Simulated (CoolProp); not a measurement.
Properties of acetone along the isobar 712 kPa.

The numbers come from the reference Helmholtz-energy equation of state, Lemmon 2006 in CoolProp. It is a short technical equation, of lower accuracy than the large ones.

| T (K) | phase | density (kg/m³) | cp (kJ/(kg K)) | isothermal compressibility (1/MPa) |
|---|---|---|---|---|
| 443.4 | gas | 12.55 | … | 1.586 |
| 456.7 | gas | 12.02 | 1.932 | 1.560 |
| 470 | gas | 11.55 | 1.937 | … |
| 483.4 | gas | 11.12 | 1.948 | 1.523 |
| 496.7 | gas | … | 1.965 | 1.510 |
| 510 | gas | 10.38 | 1.984 | 1.498 |
| 523.3 | gas | … | 2.006 | … |
| 536.7 | gas | 9.759 | 2.030 | 1.481 |
| 550 | gas | 9.480 | 2.054 | 1.473 |

**Question.** Some entries are withheld; supply them.

**Answer.** 
- 443.4, cp (kJ/(kg K)): 1.936
- 470, isothermal compressibility (1/MPa): 1.540
- 496.7, density (kg/m³): 10.74
- 523.3, density (kg/m³): 10.06
- 523.3, isothermal compressibility (1/MPa): 1.489
